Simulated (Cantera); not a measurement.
Charge: 1 mol C₂H₆, 0.4 mol CO₂, at 950 K and 210000 Pa.

Cantera equilibrium calculation (NASA polynomials, part measured and part estimated; ideal gas, pure solids and liquids). Candidate condensed phases: C, C₆H₆, C₇H₈, C₈H₁₈, H₂O; 110 gas species. Rates play no part.

Problem. What is the equilibrium state?

Solution. 
```
Property            Value
--------------  ---------
x(H₂)               0.624
x(CH₄)              0.137
x(H₂O)              0.115
x(CO)              0.0937
x(CO₂)             0.0308
x(C₂H₆)           3.34e-6
n(C(graphite))   1.63 mol
gas amount      2.963 mol
```
